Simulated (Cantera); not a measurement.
A freely propagating, adiabatic, planar premixed flame of 31.7 % CO, 5.38 % H₂, 13.2 % O₂, 49.7 % N₂, equivalence ratio 1.4, unburnt at 650 K and 750 Torr; mixture-averaged transport, grid criteria slope 0.08 and curve 0.16, no radiation.

Model: GRI-Mech 3.0 (53 species, 325 reactions), integrated in Cantera. Burning velocities carry a grid error of a few per cent, more on coarse grids.

### Question
Predict: laminar burning velocity; thermal thickness; peak x(O); peak x(H).

### Answer
```
Property                     Value
------------------------  --------
laminar burning velocity  319 cm/s
thermal thickness         0.769 mm
peak x(O)                   0.0193
peak x(H)                   0.0268
```
